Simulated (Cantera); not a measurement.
Feed: 1 mol MgO, 5.6 mol HF, held at 1.33 mbar.

These are equilibrium values from Cantera (NASA tables, ideal gas, pure condensed phases), not measurements of a reactor. Candidate condensed phases: H2O, Mg, MgF2, MgO, Mg(OH)2; 31 gas species. The numbers say what is thermodynamically allowed, not how fast it happens.

Task: At 875 °C, list the 3 most abundant gas species with their mole fractions, and the condensed phases.

Result: HF 0.783, H2O 0.217, H2 1.07e-5. Condensed: MgF2(s).
